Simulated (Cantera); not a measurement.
**Thermodynamics of silicon etching in halogen gases, feed Si + HBr + N2**

Charge: 1 mol Si, 16 mol HBr, 9.6 mol N2, held at 5.40e-5 bar.

Equilibrium computed with Cantera from the NASA thermochemical tables; the gas is ideal and each condensed phase is pure. Candidate condensed phases: Br2, Si, Si3N4; 28 gas species. N2 is the only nitrogen source here; it is nearly inert below about 1500 K, so the nitride shown seldom forms there in practice. The tables' values for SiBr, SiBr3 are old estimates; treat these amounts as uncertain. Equilibrium is a limit: real reactors are often held back by kinetics, nucleation or transport.

From 823 K to 1123 K the condensed part is Si3N4(s). From 1198 K to 1723 K nothing is condensed. The main Si-bearing gas is SiBr4 at 823 K and SiBr2 at 1723 K.

```tsv
T (K)	x HBr	x N2	x Br	x H2	x SiBr2	x SiBr4	x H	x Si	n Si3N4(s)
823	0.514	0.385	2.05e-5	0.0675	3.27e-7	0.0338	2.59e-10	<1e-12	0.0558
898	0.518	0.384	0.000133	0.0656	9.36e-6	0.0327	3.81e-9	<1e-12	0.0640
973	0.520	0.383	0.000648	0.0641	0.000158	0.0317	3.73e-8	<1e-12	0.0699
1048	0.519	0.382	0.00250	0.0635	0.00173	0.0299	2.65e-7	<1e-12	0.0680
1123	0.507	0.382	0.00768	0.0660	0.0125	0.0235	1.49e-6	2.69e-12	0.0178
1198	0.504	0.375	0.0223	0.0601	0.0281	0.00899	6.34e-6	9.67e-11	0
1273	0.479	0.367	0.0501	0.0657	0.0352	0.00183	2.49e-5	1.82e-9	0
1348	0.431	0.358	0.0899	0.0828	0.0365	0.000287	9.06e-5	2.75e-8	0
1423	0.369	0.349	0.140	0.106	0.0360	4.46e-5	0.000295	3.54e-7	0
1498	0.299	0.338	0.195	0.132	0.0350	7.24e-6	0.000850	3.96e-6	0
1573	0.230	0.328	0.248	0.157	0.0338	1.23e-6	0.00219	3.90e-5	0
1648	0.170	0.318	0.295	0.178	0.0320	2.20e-7	0.00511	0.000336	0
1723	0.122	0.309	0.335	0.191	0.0275	3.87e-8	0.0108	0.00233	0
```
x: gas mole fraction; n: condensed amount in mol.
